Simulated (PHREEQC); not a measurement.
Solution (25 °C): 0.014 mol/kgw ZnSO4, 8.2e-05 mol/kgw NaCl and 0.002 mol/kgw HCl. Closed to the air; pH follows from the charge balance.

Model: ion-association model, phreeqc.dat, run in PHREEQC.

Each row changes one thing in this solution. No solid was allowed to form.

| case | pH | ionic strength (mol/kgw) |
|---|---|---|
| as made | 2.91 | 0.0378 |
| temperature from 25 to 55 °C | 3.02 | 0.0361 |
| diluted 10-fold with water | 3.77 | 0.00502 |
| ZnSO4 from 0.014 to 0.07 mol/kgw | 3.09 | 0.148 |
| NaCl from 8.2e-05 to 0.00082 mol/kgw | 2.91 | 0.0386 |
| NaCl left out | 2.91 | 0.0377 |
| HCl from 0.002 to 0.001 mol/kgw | 3.22 | 0.0370 |
| ZnSO4 left out | 2.72 | 0.00208 |

Away from 25 °C the constants follow the database's enthalpies or fits; those with neither stay at their 25 °C values.
